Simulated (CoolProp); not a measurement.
Vapour-liquid equilibrium of ethylene (1) + propylene (2) at -52.85 °C; x and y are mole fractions of (1).

Computed with CoolProp (multi-fluid Helmholtz-energy mixture model, Smukala 2000 and Lemmon 2013; pair parameters Bell 2016).

### Question
Give the bubble pressure and the first vapour's composition at x = 0.45, 0.85, 0.95. Is there an azeotrope?

### Answer
x = 0.45: 0.4741 MPa, y = 0.892; x = 0.85: 0.8217 MPa, y = 0.978; x = 0.95: 0.9162 MPa, y = 0.993. No azeotrope shows between x = 0.05 and 0.95.

The pair parameters rest on a limited set of measurements; away from them the model extrapolates.
